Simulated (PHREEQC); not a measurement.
Copper plating or etch bath (model solution)

Dissolve 0.071 mol/kgw CuSO4 and 0.15 mol/kgw HCl at 25 °C. Closed to the air; pH follows from the charge balance.

Model: ion-association model, phreeqc.dat, run in PHREEQC.

Each row changes one thing in this solution. This is a speciation only: nothing precipitates in the calculation.

```
case                            pH  ionic strength (mol/kgw)  Cl- (mol/kgw)  Cu+2 (mol/kgw)  HSO4- (mol/kgw)  SO4-2 (mol/kgw)
----------------------------  ----  ------------------------  -------------  --------------  ---------------  ---------------
as made                       1.08                     0.287          0.144          0.0530           0.0437           0.0155
0.12 mol/kgw NaOH added       1.89                     0.306          0.145          0.0455           0.0137           0.0324
temperature from 25 to 35 °C  1.09                     0.279          0.140          0.0511           0.0467           0.0137
diluted 5-fold with water     1.69                    0.0640         0.0296          0.0113          0.00598          0.00570
```

Species that the database lacks are ignored.
